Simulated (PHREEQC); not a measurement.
Hard or scaling water: an equilibrium model

Make-up at 25 °C: 0.00045 mol/kgw Ca(HCO3)2, 0.00019 mol/kgw Na2SO4 and 0.0089 mol/kgw MgSO4. Closed to the air; pH follows from the charge balance.

Model: ion-association model, wateq4f.dat, run in PHREEQC.

Each row changes one thing in this solution. No solid was allowed to form.

```json
[
 {"case": "as made", "pH": "7.95", "ionic strength (mol/kgw)": "0.0260", "SO4-2 (mol/kgw)": "0.00622", "Mg+2 (mol/kgw)": "0.00612", "MgSO4 (mol/kgw)": "0.00274", "Ca+2 (mol/kgw)": "0.000325", "SI of Gypsum (CaSO4:2H2O)": "-1.63", "SI of Epsomite (MgSO4:7H2O)": "-2.79"},
 {"case": "Ca(HCO3)2 from 0.00045 to 0.0009 mol/kgw", "pH": "7.95", "ionic strength (mol/kgw)": "0.0270", "SO4-2 (mol/kgw)": "0.00617", "Mg+2 (mol/kgw)": "0.00614", "MgSO4 (mol/kgw)": "0.00268", "Ca+2 (mol/kgw)": "0.000651", "SI of Gypsum (CaSO4:2H2O)": "-1.34", "SI of Epsomite (MgSO4:7H2O)": "-2.80"},
 {"case": "MgSO4 from 0.0089 to 0.00178 mol/kgw", "pH": "8.08", "ionic strength (mol/kgw)": "0.00764", "SO4-2 (mol/kgw)": "0.00163", "Mg+2 (mol/kgw)": "(withheld)", "MgSO4 (mol/kgw)": "0.000278", "Ca+2 (mol/kgw)": "0.000384", "SI of Gypsum (CaSO4:2H2O)": "(withheld)", "SI of Epsomite (MgSO4:7H2O)": "-3.79"},
 {"case": "Ca(HCO3)2 replaced by CaCl2 at the same molality", "pH": "6.88", "ionic strength (mol/kgw)": "0.0260", "SO4-2 (mol/kgw)": "0.00621", "Mg+2 (mol/kgw)": "(withheld)", "MgSO4 (mol/kgw)": "0.00275", "Ca+2 (mol/kgw)": "0.000327", "SI of Gypsum (CaSO4:2H2O)": "-1.63", "SI of Epsomite (MgSO4:7H2O)": "-2.79"}
]
```

Q: Some entries are withheld; supply them.

A: 
- MgSO4 from 0.0089 to 0.00178 mol/kgw, Mg+2 (mol/kgw): 0.00149
- MgSO4 from 0.0089 to 0.00178 mol/kgw, SI of Gypsum (CaSO4:2H2O): -1.93
- Ca(HCO3)2 replaced by CaCl2 at the same molality, Mg+2 (mol/kgw): 0.00615

Species that the database lacks are ignored. Some of these states are supersaturated (in Magnesite (slow to form), for instance).
